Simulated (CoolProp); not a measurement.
Properties of n-perfluorohexane along the isotherm 450 K.

Values from CoolProp's reference Helmholtz-energy equation of state, Gao 2022.

| p (bar) | phase | Z | expansivity (1/kK) |
|---|---|---|---|
| 0.581 | gas | 0.9884 | 2.316 |
| 1.16 | gas | 0.9767 | 2.416 |
| 1.74 | gas | 0.9647 | 2.523 |
| 2.32 | gas | 0.9525 | 2.639 |
| 2.9 | gas | 0.9401 | 2.762 |
| 3.48 | gas | 0.9274 | 2.896 |
| 4.06 | gas | 0.9145 | 3.041 |
| 4.64 | gas | 0.9013 | 3.198 |
| 5.22 | gas | 0.8878 | 3.370 |
| 5.81 | gas | 0.8738 | 3.561 |
| 6.39 | gas | 0.8596 | (withheld) |
| 6.97 | gas | 0.8451 | 3.996 |
| 7.55 | gas | 0.8302 | 4.249 |
| 8.13 | gas | 0.8149 | (withheld) |
| 8.71 | gas | (withheld) | 4.849 |

Question: Complete the blanks.

Answer: 
- 6.39, expansivity (1/kK): 3.768
- 8.13, expansivity (1/kK): 4.532
- 8.71, Z: 0.7991
